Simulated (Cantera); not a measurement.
Input (Python, Cantera) and output of one run.

```python
import numpy as np
import cantera as ct

gas_names = """
    Fe H H2 H2S N NH NH2 NH3 N2 N2H2 N2H4 S SH SN S2 S8
""".split()
cond_names = """
    Fe(a) Fe(c) Fe(d) Fe(L) FeS(a) FeS(b) FeS(c) FeS(L) FeS2(s) S(cr1) S(cr2) S(L)
""".split()


def load(file, names, dense=False):
    # The tables refer to 1 bar. Condensed volumes are neglected.
    table = {s.name: s for s in ct.Species.list_from_file(file)}
    out = []
    for n in names:
        d = dict(table[n].input_data)
        d["thermo"] = dict(d["thermo"], **{"reference-pressure": 1e5})
        if dense:
            d["equation-of-state"] = {"model": "constant-volume", "density": "1e6 g/cm^3"}
        out.append(ct.Species.from_dict(d))
    return out


gas = ct.Solution(thermo="ideal-gas", species=load("nasa_gas.yaml", gas_names))
cond = {s.name: ct.Solution(thermo="fixed-stoichiometry", species=[s], name=s.name)
        for s in load("nasa_condensed.yaml", cond_names, dense=True)}
atoms = {
    'FeS2': {'Fe': 1, 'S': 2},
    'H2': {'H': 2},
    'N2': {'N': 2},
}
top_T = {'FeS2(s)': 1010}  # K; cautious upper limits of use, not melting points


def equilibrate(T, P, feed):
    n = {}
    for name, mol in feed.items():
        for a, k in atoms[name].items():
            n[a] = n.get(a, 0.0) + k * mol
    gas.TPX = T, P, n
    mass = sum(n.values()) * gas.mean_molecular_weight
    gas.equilibrate("TP")
    valid = [c for c in cond.values() if c.min_temp <= T <= top_T.get(c.name, c.max_temp)]
    mix = ct.Mixture([(gas, mass / gas.mean_molecular_weight)] + [(c, 0.0) for c in valid])
    mix.T, mix.P = T, P
    mix.equilibrate("TP", solver="vcs", rtol=1e-11, max_steps=5000)
    return mix


results = []
feed = {'FeS2': 1, 'H2': 13, 'N2': 1.2}  # mol
P = 4300  # Pa
for T in [798, 998, 1198, 1398, 1598, 1798, 1998]:
    mix = equilibrate(T, P, feed)
    results.append((T, P, feed, dict(zip(mix.species_names, mix.species_moles))))
    x = sorted(zip(gas.X, gas.species_names), reverse=True)
    print(f"T = {T:g} K  P = {P:g} Pa  gas = {mix.phase_moles(0):.4g} mol")
    print("   x: " + "  ".join(f"{s} {v:.3e}" for v, s in x if v > 1e-05))
    print("   condensed (mol): " + ("  ".join(f"{mix.phase(i).name} {mix.phase_moles(i):.4g}"
          for i in range(1, mix.n_phases) if mix.phase_moles(i) > 1e-12) or "none"))
```

It prints:

```
T = 798 K  P = 4300 Pa  gas = 14.2 mol
   x: H2 8.451e-01  N2 8.449e-02  H2S 7.042e-02  NH3 2.962e-05
   condensed (mol): FeS(c) 1
T = 998 K  P = 4300 Pa  gas = 14.2 mol
   x: H2 8.451e-01  N2 8.450e-02  H2S 7.040e-02
   condensed (mol): FeS(c) 1
T = 1198 K  P = 4300 Pa  gas = 14.2 mol
   x: H2 8.454e-01  N2 8.448e-02  H2S 6.972e-02  S2 3.086e-04  SH 5.823e-05
   condensed (mol): FeS(c) 1
T = 1398 K  P = 4300 Pa  gas = 14.25 mol
   x: H2 8.490e-01  N2 8.420e-02  H2S 6.290e-02  S2 3.350e-03  SH 5.595e-04  H 2.102e-05
   condensed (mol): FeS(c) 1
T = 1598 K  P = 4300 Pa  gas = 14.38 mol
   x: H2 8.582e-01  N2 8.343e-02  H2S 4.428e-02  S2 1.144e-02  SH 2.312e-03  H 2.378e-04  S 6.106e-05
   condensed (mol): FeS(L) 0.9999
T = 1798 K  P = 4300 Pa  gas = 14.53 mol
   x: H2 8.645e-01  N2 8.257e-02  H2S 2.650e-02  S2 1.842e-02  SH 5.475e-03  H 1.579e-03  Fe 4.923e-04  S 4.784e-04
   condensed (mol): FeS(L) 0.9928
T = 1998 K  P = 4300 Pa  gas = 15.24 mol
   x: H2 8.209e-01  N2 7.874e-02  S2 4.620e-02  H2S 2.172e-02  SH 1.386e-02  Fe 8.292e-03  H 7.009e-03  S 3.254e-03
   condensed (mol): Fe(L) 0.8736
```

Method: chemical equilibrium by Gibbs-energy minimisation in Cantera with the NASA 1993 tables (ideal gas, pure condensed phases). FeS: taken at fixed stoichiometry. Gases not in the tables: S3 to S7.
